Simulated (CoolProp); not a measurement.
C3F8 (R218) at 271.98 K and 1.09 MPa flows at 0.068 m/s in a round tube of 25 mm bore and 45 µm roughness, fully developed (64/Re and Nu = 3.66 if laminar; Colebrook and Gnielinski if turbulent). Each further row changes one setting.

Computed with CoolProp (reference Helmholtz-energy equation of state, Lemmon 2006). It is a short technical equation, of lower accuracy than the large ones.

| case | Reynolds number | Darcy friction factor | pressure drop (Pa/m) | heat-transfer coefficient (W/(m² K)) | mass flow (kg/h) |
|---|---|---|---|---|---|
| as stated | 9790 | 0.0337 | 4.57 | 153 | 176 |
| velocity 0.136 m/s | 19600 | 0.0295 | 16.0 | 294 | 352 |
| diameter 50 mm | 19600 | 0.0279 | 1.89 | 141 | 705 |

Viscosity comes from a separate model (Huber 2003), an estimate that may be off by 10 % or more. Thermal conductivity comes from a separate model (Huber 2003), an estimate that may be off by 10 % or more.
